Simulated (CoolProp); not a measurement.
Saturation properties of toluene (Tc = 318.6 °C, pc = 4.126 MPa, ω = 0.266).

Model: reference Helmholtz-energy equation of state, Lemmon 2006, in CoolProp. It is a short technical equation, of lower accuracy than the large ones.

```
T (°C)  p (MPa)  liquid density (kg/m³)  enthalpy of vaporisation (kJ/kg)
------  -------  ----------------------  --------------------------------
69.95   0.02714                   819.6                             386.2
73.65   0.03107                   816.0                             383.9
77.25   0.03532                   812.5                             381.8
80.85   0.04002                   809.0                             379.6
84.45   0.04522                   805.4                               ___
88.15   0.05112                   801.8                               ___
91.75   0.05743                     ___                             372.8
95.35   0.06435                   794.6                             370.5
99.05       ___                   790.9                             368.2
102.65  0.08041                   787.2                             365.9
106.25  0.08941                   783.6                             363.5
109.95  0.09948                   779.8                             361.1
113.55      ___                   776.1                             358.7
117.15   0.1216                   772.4                             356.3
120.75   0.1340                   768.6                             353.9
```

### Question
What belongs in the gaps?

### Answer

- 84.45, enthalpy of vaporisation (kJ/kg): 377.3
- 88.15, enthalpy of vaporisation (kJ/kg): 375.0
- 91.75, liquid density (kg/m³): 798.2
- 99.05, p (MPa): 0.07213
- 113.55, p (MPa): 0.1101

It boils at 110.6 °C under 1 atm.
